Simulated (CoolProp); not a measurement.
Vapour-liquid equilibrium of ethylbenzene (1) + n-nonane (2) at 25.6 kPa; x and y are mole fractions of (1).

Computed with CoolProp (multi-fluid Helmholtz-energy mixture model, Zhou 2012 and Lemmon 2006; pair parameters Bell 2016).

| x | bubble temperature, mixture model (°C) | bubble temperature, Raoult's law (°C) | y, mixture model | y, Raoult's law |
|---|---|---|---|---|
| 0.05 | 104.2 | 104.6 | 0.091 | 0.078 |
| 0.15 | 101.8 | 103.0 | 0.250 | 0.222 |
| 0.25 | 99.7 | 101.4 | [?] | 0.351 |
| 0.35 | 98.0 | 99.9 | [?] | 0.467 |
| 0.45 | [?] | 98.5 | 0.585 | 0.572 |
| 0.55 | 95.2 | 97.1 | 0.667 | 0.667 |
| 0.65 | [?] | 95.8 | 0.742 | 0.754 |
| 0.75 | 93.2 | 94.5 | [?] | 0.832 |
| 0.85 | 92.4 | 93.3 | [?] | 0.904 |
| 0.95 | 91.8 | 92.1 | [?] | 0.969 |

Some entries are withheld; supply them.


- 0.25, y, mixture model: 0.381
- 0.35, y, mixture model: 0.491
- 0.45, bubble temperature, mixture model (°C): 96.4
- 0.65, bubble temperature, mixture model (°C): 94.1
- 0.75, y, mixture model: 0.813
- 0.85, y, mixture model: 0.884
- 0.95, y, mixture model: 0.959

The largest gap from Raoult's law is -2.1 K in bubble temperature, at x = 0.45. No azeotrope shows between x = 0.05 and 0.95.

The pair parameters rest on a limited set of measurements; away from them the model extrapolates.
